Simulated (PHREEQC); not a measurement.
Consider water at 35 °C with 0.029 mol KHCO3, 0.019 mol KOH and 4.6e-05 mol NaCl per kg of water. Closed to the air; pH follows from the charge balance.

Equilibrium calculation in PHREEQC: ion-association model, wateq4f.dat.

Each row changes one thing in this solution. No solid was allowed to form.

```json
[
 {"case": "as made", "pH": "10.23", "ionic strength (mol/kgw)": "0.0666", "CO3-2 (mol/kgw)": "0.0186", "HCO3- (mol/kgw)": "0.0104", "CO2 (mol/kgw)": "1.01e-6"},
 {"case": "diluted 10-fold with water", "pH": "…", "ionic strength (mol/kgw)": "0.00635", "CO3-2 (mol/kgw)": "0.00154", "HCO3- (mol/kgw)": "0.00136", "CO2 (mol/kgw)": "1.60e-7"},
 {"case": "KOH left out", "pH": "8.14", "ionic strength (mol/kgw)": "0.0294", "CO3-2 (mol/kgw)": "0.000351", "HCO3- (mol/kgw)": "…", "CO2 (mol/kgw)": "0.000355"},
 {"case": "temperature from 35 to 10 °C", "pH": "10.49", "ionic strength (mol/kgw)": "0.0669", "CO3-2 (mol/kgw)": "0.0189", "HCO3- (mol/kgw)": "0.0101", "CO2 (mol/kgw)": "7.59e-7"},
 {"case": "NaCl left out", "pH": "10.23", "ionic strength (mol/kgw)": "0.0666", "CO3-2 (mol/kgw)": "0.0186", "HCO3- (mol/kgw)": "0.0104", "CO2 (mol/kgw)": "1.01e-6"},
 {"case": "NaCl from 4.6e-05 to 0.00023 mol/kgw", "pH": "10.23", "ionic strength (mol/kgw)": "0.0667", "CO3-2 (mol/kgw)": "0.0185", "HCO3- (mol/kgw)": "0.0104", "CO2 (mol/kgw)": "1.01e-6"},
 {"case": "KHCO3 from 0.029 to 0.0145 mol/kgw", "pH": "11.31", "ionic strength (mol/kgw)": "0.0474", "CO3-2 (mol/kgw)": "0.0138", "HCO3- (mol/kgw)": "0.000685", "CO2 (mol/kgw)": "…"}
]
```

Q: Some entries are withheld; supply them.

A: 
- diluted 10-fold with water, pH: 10.20
- KOH left out, HCO3- (mol/kgw): 0.0283
- KHCO3 from 0.029 to 0.0145 mol/kgw, CO2 (mol/kgw): 5.59e-9

Species that the database lacks are ignored. Constants without temperature data keep their 25 °C values here.
